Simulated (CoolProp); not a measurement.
A closed Brayton cycle with dry air: compressor inlet 321.15 K and 1.3 MPa, high pressure 3.12 MPa, turbine inlet 965 K, compressor efficiency 0.8, turbine efficiency 0.9, recuperator effectiveness 0 (on enthalpy, no pinch check). Each further row changes one setting.

Values from CoolProp's reference Helmholtz-energy equation of state, Lemmon 2000. It is a pseudo-pure fit of the blend.

| case | thermal efficiency (%) | net work (kJ/kg) | compressor to turbine work | compressor exit (K) | turbine exit (K) |
|---|---|---|---|---|---|
| as stated | 14.3 | 81.9 | 0.58 | 434.9 | 789.7 |
| turbine inlet 915 K | 13.8 | 71.5 | 0.62 | 434.9 | 747.4 |
| compressor inlet 331.15 K | 14.0 | 78.2 | 0.60 | 448.3 | 789.7 |
| high pressure 2.65 MPa | 12.1 | 72.1 | 0.56 | 411.6 | 819.9 |
| recuperator effectiveness 0.5 | 21.2 | 81.9 | 0.58 | 434.9 | 789.7 |
